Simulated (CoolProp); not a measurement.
Vapour-liquid equilibrium of R13 (1) + propylene (2) at 755 kPa; x and y are mole fractions of (1).

Computed with CoolProp (multi-fluid Helmholtz-energy mixture model, Platzer 1990 and Lemmon 2013; pair parameters Bell 2016). This equation is an older, rougher fit; its heat capacities, sound speeds and derivatives of the liquid may be far off and weren't checked against measurements.

```
x     bubble temperature (K)  y at the bubble point  dew temperature at overall composition x (K)  liquid density (mol/L)
----  ----------------------  ---------------------  --------------------------------------------  ----------------------
0.05                   276.0                    [?]                                         280.4                     [?]
0.2                      [?]                  0.499                                         275.2                   12.93
0.35                   255.2                  0.660                                           [?]                   12.93
0.5                    250.0                  0.758                                           [?]                   12.85
0.65                     [?]                  0.832                                         255.7                   12.75
0.8                    243.3                    [?]                                         247.9                   12.66
0.95                   240.6                  0.972                                           [?]                   12.60
```

Q: What belongs in the gaps?

A: 
- 0.05, y at the bubble point: 0.178
- 0.05, liquid density (mol/L): 12.77
- 0.2, bubble temperature (K): 263.0
- 0.35, dew temperature at overall composition x (K): 269.4
- 0.5, dew temperature at overall composition x (K): 262.9
- 0.65, bubble temperature (K): 246.3
- 0.8, y at the bubble point: 0.899
- 0.95, dew temperature at overall composition x (K): 241.4

No azeotrope shows between x = 0.05 and 0.95.

Pair parameters are fitted to limited data, so mixtures are less certain than the pure fluids.
